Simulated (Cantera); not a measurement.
Feed: 1 mol FeS2, 0.26 mol O2, 3.9 mol H2O, 2.8 mol SO2, held at 0.100 bar.

Method: chemical equilibrium by Gibbs-energy minimisation in Cantera with the NASA 1993 tables (ideal gas, pure condensed phases). Candidate condensed phases: Fe, FeO, Fe(OH)2, Fe(OH)3, FeS, FeSO4, FeS2, Fe2O3, Fe2(SO4)3, Fe3O4, H2O, H2SO4, S; 22 gas species. FeS: taken at fixed stoichiometry. Gases not in the tables: S3 to S7. Rates play no part.

Task: Which condensed phases are stable at each of these points (T (K)): 748, 798, 848, 898, 948, 998, 1048, 1098?

Result: 
```
T (K)    condensed phases  Fe condensed (%)
-----  ------------------  ----------------
748    FeS2(s) + Fe3O4(s)             100.0
798    FeS2(s) + Fe3O4(s)             100.0
848      FeS(s) + FeS2(s)             100.0
898                FeS(s)             100.0
948                FeS(s)             100.0
998                FeS(s)             100.0
1048               FeS(s)             100.0
1098               FeS(s)             100.0
```

From 748 K to 798 K the condensed part is FeS2(s) + Fe3O4(s). At 848 K the condensed part is FeS(s) + FeS2(s). From 898 K to 1098 K the condensed part is FeS(s).
